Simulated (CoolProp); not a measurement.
A closed Brayton cycle with carbon dioxide: compressor inlet 309.15 K and 8.3 MPa, high pressure 16 MPa, turbine inlet 855 K, compressor efficiency 0.85, turbine efficiency 0.9, recuperator effectiveness 0.8 (on enthalpy, no pinch check). Each further row changes one setting.

Model: reference Helmholtz-energy equation of state, Span 1996, in CoolProp.

```
case                           thermal efficiency (%)  net work (kJ/kg)  compressor to turbine work  compressor exit (K)  turbine exit (K)
-----------------------------  ----------------------  ----------------  --------------------------  -------------------  ----------------
as stated                                        24.7              75.8                        0.17                336.4             774.0
turbine inlet 805 K                              24.1              69.9                        0.19                336.4             727.0
compressor inlet 319.15 K                        25.2              63.8                        0.31                369.7             774.0
high pressure 13.6 MPa                           20.7              58.6                        0.16                329.6             793.7
recuperator effectiveness 0.5                    16.3              75.8                        0.17                336.4             774.0
```
